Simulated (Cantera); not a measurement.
Charge: 1 mol B2H6, 0.35 mol H2O, 0.14 mol N2, equilibrated at 775 K and 0.0300 bar.

Method: chemical equilibrium by Gibbs-energy minimisation in Cantera with the NASA 1993 tables (ideal gas, pure condensed phases). Candidate condensed phases: B, BN, B2O3, B3O3H3, H2O; 39 gas species. The feed counts by its element totals alone. N2 is the only nitrogen source here; it is nearly inert below about 1500 K, so the nitride shown seldom forms there in practice. Rates play no part.

Base state: H2 0.999, B3O3H3 0.000674 (mole fractions); condensed: B(s) + BN(s) + B2O3(l).

Task: What changes in the equilibrium state with this change: temperature from 775 K to 2025 K?

Result: 
```
species        before     after
------------  -------  --------
H2              0.999     0.898
HBO           3.28e-9    0.0629
B2O2            <1e-9    0.0116
H               <1e-9    0.0105
BO              <1e-9    0.0105
N2              <1e-9   0.00567
BH2             <1e-9  0.000484
B2O3            <1e-9  0.000233
HBO2            <1e-9  0.000185
B2O             <1e-9  0.000164
B(s), mol        1.48      1.41
BN(s), mol      0.280     0.239
B2O3(l), mol    0.114         0
```
Mutual solubility and eutectic melting of coexisting phases are not modelled. The tables' values for BH2 are old estimates; treat these amounts as uncertain.
